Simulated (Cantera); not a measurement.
A closed system holds: 1 mol B₂O₃, 0.59 mol N₂, 0.76 mol H₂, held at 10000 Pa.

Equilibrium computed with Cantera from the NASA thermochemical tables; the gas is ideal and each condensed phase is pure. Candidate condensed phases: B, BN, B₂O₃, B₃O₃H₃, H₂O; 39 gas species. N₂ is the only nitrogen source here; it is nearly inert below about 1500 K, so the nitride shown seldom forms there in practice. Mutual solubility and eutectic melting of coexisting phases are not modelled. Gases not in the tables: H₃BO₃. The numbers say what is thermodynamically allowed, not how fast it happens.

x: gas mole fraction; n: condensed amount in mol.

```tsv
T (K)	x H₂	x N₂	x B₂O₃	x HBO₂	x HBO	x B₂O₂	n BN(s)	n B₂O₃(l)
775	0.561	0.437	<1e-12	7.77e-9	<1e-12	<1e-12	0.00180	0.999
925	0.561	0.437	<1e-12	[?]	[?]	<1e-12	0.00177	0.999
1075	0.561	0.437	9.36e-10	1.53e-5	6.25e-8	<1e-12	0.00168	0.999
1225	0.561	0.437	2.05e-7	0.000156	3.37e-6	3.77e-10	0.00164	0.999
1375	0.561	0.436	1.32e-5	0.000917	7.41e-5	1.06e-7	0.00184	0.998
1525	0.558	0.435	0.000359	0.00371	0.000870	9.45e-6	0.00263	0.995
1675	0.545	0.430	[?]	[?]	[?]	[?]	[?]	0.979
1825	0.484	0.400	0.0483	0.0333	0.0259	0.00504	0	0.877
1975	0.261	0.259	0.311	0.0906	0.0455	0.0224	0	0.0782
```

**Question.** What belongs in the gaps?

**Answer.** 
- 925, x HBO₂: 6.67e-7
- 925, x HBO: 3.06e-10
- 1675, x B₂O₃: 0.00525
- 1675, x HBO₂: 0.0113
- 1675, x HBO: 0.00643
- 1675, x B₂O₂: 0.000370
- 1675, n BN(s): 0.00311
